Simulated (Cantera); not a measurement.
Charge: 1 mol SiC, 4.3 mol N₂O, 2.1 mol H₂, at 1223.15 K and 41.0 Pa.

Method: chemical equilibrium by Gibbs-energy minimisation in Cantera with the NASA 1993 tables (ideal gas, pure condensed phases). Candidate condensed phases: C, C₆H₆, C₇H₈, C₈H₁₈, H₂O, Si, SiC, SiO₂, Si₂N₂O, Si₃N₄; 151 gas species. The tables hold silica as quartz up to 1696 K and as liquid above; real silica turns to tridymite and cristobalite and melts near 1996 K. Rates play no part.

Base state: N₂ 0.581, H₂ 0.156, H₂O 0.127, CO 0.0868, CO₂ 0.0483 (mole fractions); condensed: SiO₂(β-quartz).

Problem. What changes in the equilibrium state with this change: H₂ from 2.1 to 350 mol?

Solution. 
| species | before | after |
|---|---|---|
| H₂ | 0.156 | 0.981 |
| N₂ | 0.581 | 0.0121 |
| H₂O | 0.127 | 0.00365 |
| CO₂ | 0.0483 | 7.15e-6 |
| CO | 0.0868 | 0.00281 |
| H | 5.89e-6 | 1.48e-5 |
| SiO₂(β-quartz), mol | 1.00 | 1.000 |
